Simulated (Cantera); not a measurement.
A freely propagating, adiabatic, planar premixed flame of 47.2 % H₂, 10.7 % O₂, 40.4 % N₂, 1.65 % H₂O, equivalence ratio 2.2, unburnt at 300 K and 0.109 atm; mixture-averaged transport, grid criteria slope 0.08 and curve 0.16, no radiation.

Cantera simulation using the H2/O2 subset of GRI-Mech 3.0, which has no nitrogen chemistry; the numbers are that mechanism's predictions, not measurements. Burning velocities carry a grid error of a few per cent, more on coarse grids.

x: mole fraction of selected species; z is measured from the peak of heat release.

```json
[
 {"z (mm)": "-18.7", "T (K)": "300", "u (m/s)": "2.22", "x H₂": "0.472", "x O₂": "0.107", "x OH": "<1e-8", "x H": "<1e-8", "x H₂O": "0.0165", "x O": "<1e-8"},
 {"z (mm)": "-12.5", "T (K)": "300", "u (m/s)": "2.22", "x H₂": "0.472", "x O₂": "0.107", "x OH": "<1e-8", "x H": "<1e-8", "x H₂O": "0.0165", "x O": "<1e-8"},
 {"z (mm)": "-9.36", "T (K)": "300", "u (m/s)": "2.22", "x H₂": "0.472", "x O₂": "0.107", "x OH": "<1e-8", "x H": "<1e-8", "x H₂O": "0.0165", "x O": "<1e-8"},
 {"z (mm)": "-6.24", "T (K)": "300", "u (m/s)": "2.22", "x H₂": "0.472", "x O₂": "0.107", "x OH": "<1e-8", "x H": "<1e-8", "x H₂O": "0.0165", "x O": "<1e-8"},
 {"z (mm)": "-3.12", "T (K)": "312", "u (m/s)": "2.30", "x H₂": "0.470", "x O₂": "0.108", "x OH": "(withheld)", "x H": "1.59e-5", "x H₂O": "0.0168", "x O": "1.30e-6"},
 {"z (mm)": "-1.56", "T (K)": "590", "u (m/s)": "4.23", "x H₂": "0.436", "x O₂": "0.101", "x OH": "(withheld)", "x H": "0.00884", "x H₂O": "0.0385", "x O": "0.000122"},
 {"z (mm)": "0", "T (K)": "978", "u (m/s)": "6.84", "x H₂": "0.333", "x O₂": "0.0656", "x OH": "(withheld)", "x H": "0.0558", "x H₂O": "0.117", "x O": "0.00209"},
 {"z (mm)": "1.56", "T (K)": "1210", "u (m/s)": "8.43", "x H₂": "0.241", "x O₂": "0.0123", "x OH": "0.00147", "x H": "0.0956", "x H₂O": "0.219", "x O": "0.00196"},
 {"z (mm)": "3.12", "T (K)": "1298", "u (m/s)": "9.01", "x H₂": "0.228", "x O₂": "0.00133", "x OH": "0.00142", "x H": "0.0972", "x H₂O": "0.242", "x O": "0.000734"},
 {"z (mm)": "6.24", "T (K)": "1385", "u (m/s)": "9.56", "x H₂": "0.234", "x O₂": "0.000299", "x OH": "(withheld)", "x H": "0.0866", "x H₂O": "0.245", "x O": "0.000578"},
 {"z (mm)": "12.5", "T (K)": "1485", "u (m/s)": "10.2", "x H₂": "0.243", "x O₂": "0.000245", "x OH": "0.00199", "x H": "0.0725", "x H₂O": "0.246", "x O": "0.000519"},
 {"z (mm)": "25.0", "T (K)": "1589", "u (m/s)": "10.8", "x H₂": "0.253", "x O₂": "0.000182", "x OH": "0.00213", "x H": "0.0573", "x H₂O": "0.248", "x O": "0.000404"},
 {"z (mm)": "49.9", "T (K)": "1688", "u (m/s)": "11.4", "x H₂": "0.262", "x O₂": "0.000115", "x OH": "0.00204", "x H": "0.0425", "x H₂O": "0.251", "x O": "0.000266"}
]
```

### Question
What belongs in the gaps?

### Answer

- -3.12, x OH: 1.66e-5
- -1.56, x OH: 0.000465
- 0, x OH: 0.000833
- 6.24, x OH: 0.00170
